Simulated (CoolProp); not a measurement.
A single-stage vapour-compression cycle with R143a: evaporating at 264.15 K (dew point), condensing at 317.15 K (bubble point), superheat 2 K, subcooling 8 K, compressor efficiency 0.9, no pressure losses. Each further row changes one setting.

Values from CoolProp's reference Helmholtz-energy equation of state, Lemmon and Jacobsen 2000.

| case | cooling COP | pressure ratio | discharge temperature (K) | refrigerating effect (kJ/kg) | volumetric capacity (kJ/m³) |
|---|---|---|---|---|---|
| as stated | 3.37 | 4.34 | 330.1 | 128 | 2580 |
| evaporating temperature 269.15 K | 3.89 | 3.68 | 328.9 | 130 | 3090 |
| condensing temperature 312.15 K | 3.90 | 3.86 | 324.2 | 136 | 2750 |
| subcooling 13 K | 3.60 | 4.34 | 330.1 | 136 | 2750 |
| superheat 12 K | 3.41 | 4.34 | 339.3 | 138 | 2630 |
| compressor efficiency 0.8 | 2.99 | 4.34 | 333.4 | 128 | 2580 |
